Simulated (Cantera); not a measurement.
## Dilute partial oxidation

An isothermal, constant-pressure homogeneous reactor starts with 1.62 % CH₂O, 2.96 % O₂, 95.4 % N₂, equivalence ratio 0.55, at 1475 K and 3750 Torr.

Cantera simulation using GRI-Mech 3.0 (53 species, 325 reactions); the numbers are that mechanism's predictions, not measurements.

```csv
t (s),x CH₂O,x O₂,x C₂H₆,x N₂O,x HCN,x CO,x HO₂
0.000900,<1e-12,0.0137,<1e-12,2.02e-6,<1e-12,0.000863,3.48e-6
0.00156,<1e-12,0.0135,<1e-12,2.15e-6,<1e-12,0.000336,1.64e-6
0.00271,<1e-12,0.0134,<1e-12,2.14e-6,<1e-12,0.000118,6.57e-7
0.00469,<1e-12,0.0134,<1e-12,1.94e-6,<1e-12,3.75e-5,2.37e-7
0.00814,<1e-12,0.0134,<1e-12,1.52e-6,<1e-12,1.10e-5,8.39e-8
0.0141,<1e-12,0.0134,<1e-12,9.63e-7,<1e-12,2.98e-6,3.33e-8
0.0245,<1e-12,0.0134,<1e-12,4.34e-7,<1e-12,8.02e-7,1.77e-8
0.0424,<1e-12,0.0134,<1e-12,1.32e-7,<1e-12,2.99e-7,1.33e-8
0.0736,<1e-12,0.0134,<1e-12,5.22e-8,<1e-12,2.17e-7,1.24e-8
0.128,<1e-12,0.0134,<1e-12,4.59e-8,<1e-12,2.11e-7,1.23e-8
0.221,<1e-12,0.0134,<1e-12,4.58e-8,<1e-12,2.11e-7,1.23e-8
0.384,<1e-12,0.0134,<1e-12,4.58e-8,<1e-12,2.11e-7,1.23e-8
0.665,<1e-12,0.0134,<1e-12,4.58e-8,<1e-12,2.11e-7,1.23e-8
1.15,<1e-12,0.0134,<1e-12,4.58e-8,<1e-12,2.11e-7,1.23e-8
2.00,<1e-12,0.0134,<1e-12,4.58e-8,<1e-12,2.11e-7,1.23e-8
```
x: mole fraction; the columns are a selection and need not sum to one.

Equilibrium at this temperature and pressure: CH₂O <1e-12, O₂ 0.0132, C₂H₆ <1e-12, N₂O 4.56e-8, HCN <1e-12, CO 2.12e-7, HO₂ 1.22e-8 (gas phase only).
